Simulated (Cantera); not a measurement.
## Stirred combustor or abatement burner

A perfectly stirred reactor is fed with 4.93 % CH4, 2.12 % H2, 19.5 % O2, 73.4 % N2, at 1.20 bar; it is adiabatic with a 475 K inlet, and is followed from long to short residence time, starting on the burning branch (τ in s: 0.21, 0.11, 0.053, 0.027, 0.013, 0.0066, 0.0033, 0.0016, 0.00082, 0.00041, 0.0002, 0.0001, 5.1e-05).

Detailed kinetics in Cantera: GRI-Mech 3.0 (53 species, 325 reactions).

```tsv
τ (s)	T (K)	x CH4	x H2	x O2	x H	x CH2CO	x C2H4	x O
0.21	1746	5.89e-6	5.14e-5	0.0868	5.44e-6	3.76e-10	6.94e-10	7.09e-5
0.11	1744	9.01e-6	7.62e-5	0.0868	9.67e-6	7.55e-10	1.32e-9	0.000104
0.053	1741	1.44e-5	0.000121	0.0868	1.91e-5	1.55e-9	2.52e-9	0.000162
0.027	1737	2.20e-5	0.000186	0.0868	3.62e-5	2.88e-9	4.33e-9	0.000248
0.013	1731	3.50e-5	0.000297	0.0869	7.26e-5	5.43e-9	7.43e-9	0.000392
0.0066	1722	5.39e-5	0.000457	0.0870	0.000137	9.52e-9	1.19e-8	0.000594
0.0033	1709	8.47e-5	0.000701	0.0873	0.000258	1.68e-8	1.90e-8	0.000895
0.0016	1688	0.000139	0.00108	0.0879	0.000482	3.09e-8	3.22e-8	0.00133
0.00082	1660	0.000227	0.00158	0.0889	0.000818	5.74e-8	5.70e-8	0.00183
0.00041	1617	0.000409	0.00231	0.0909	0.00131	1.23e-7	1.25e-7	0.00235
0.00020	1548	0.000907	0.00353	0.0953	0.00181	3.75e-7	4.38e-7	0.00252
0.00010	475	0.0493	0.0212	0.195	<1e-12	<1e-12	<1e-12	<1e-12
5.1e-5	475	0.0493	0.0212	0.195	<1e-12	<1e-12	<1e-12	<1e-12
```
x: mole fraction; the columns are a selection and need not sum to one.
